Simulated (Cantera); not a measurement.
Feed: 1 mol Fe, 2 mol NH₃, 39 mol N₂, 3.5 mol H₂S, held at 1625 K and 29.0 Pa.

Equilibrium computed with Cantera from the NASA thermochemical tables; the gas is ideal and each condensed phase is pure. Candidate condensed phases: Fe, FeS, FeS₂, S; 16 gas species. Rates play no part.

Base state: N₂ 0.823, H₂ 0.131, S₂ 0.0339, Fe 0.00598, SH 0.00171, S 0.00168, H 0.00150, H₂S 0.000855 (mole fractions); condensed: Fe(γ).

Task: What changes in the equilibrium state with this change: pressure from 29.0 Pa to 0.100 bar?

Result: 
```csv
species,before,after
N₂,0.823,0.842
H₂,0.131,0.125
S₂,0.0339,0.0199
H₂S,0.000855,0.0115
Fe,0.00598,3.38e-6
S,0.00168,6.93e-5
H,0.00150,7.88e-5
SH,0.00171,0.00127
"Fe(γ), mol",0.710,0
"FeS(l), mol",0,1.000
```
FeS: taken at fixed stoichiometry.

Task: What changes in the equilibrium state with this change: H₂S from 3.5 to 0.026 mol?

Result: 
```
species       before     after
----------  --------  --------
N₂             0.823     0.923
H₂             0.131    0.0692
Fe           0.00598   0.00598
S₂            0.0339  0.000178
H₂S         0.000855   3.27e-5
SH           0.00171   8.98e-5
S            0.00168  0.000122
H            0.00150   0.00109
Fe(γ), mol     0.710     0.741
```

Task: What changes in the equilibrium state with this change: H₂S from 3.5 to 0.0022 mol?

Result: 
```tsv
species	before	after
N₂	0.823	0.924
H₂	0.131	0.0688
Fe	0.00598	0.00598
S₂	0.0339	4.99e-6
H₂S	0.000855	5.44e-6
SH	0.00171	1.50e-5
Fe(γ), mol	0.710	0.741
```
